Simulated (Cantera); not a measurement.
# Transport properties of process gases

Gas mixture: 100 % C2H4, at 750 Torr, frozen composition.

Cantera's kinetic-theory transport with the Lennard-Jones parameters of GRI-Mech 3.0, ideal gas; thermal conductivity in the multicomponent form. The composition is frozen, though it would react at the higher temperatures.

```
T (K)  ρ (kg/m³)  cp (J/kg/K)  μ (µPa s)  λ (mW/m/K)     Pr  D (cm²/s) N2  D (cm²/s) H  D (cm²/s) C2H2
-----  ---------  -----------  ---------  ----------  -----  ------------  -----------  --------------
400        0.844         1877       13.3        33.5  0.748         0.276         1.56           0.218
650        0.519         2664       20.4        72.4  0.750         0.651         3.74           0.532
900        0.375         3167       26.3         111  0.749          1.14         6.59           0.944
1150       0.293         3563       31.5         150  0.748          1.72         10.0            1.44
1400       0.241         3836       36.2         186  0.746          2.39         14.0            2.01
1650       0.204         4034       40.5         219  0.745          3.15         18.4            2.66
1900       0.178         4178       44.5         250  0.744          3.99         23.3            3.37
2150       0.157         4282       48.3         279  0.742          4.89         28.6            4.14
```
D: mixture-averaged diffusion coefficient of that species in the mixture.
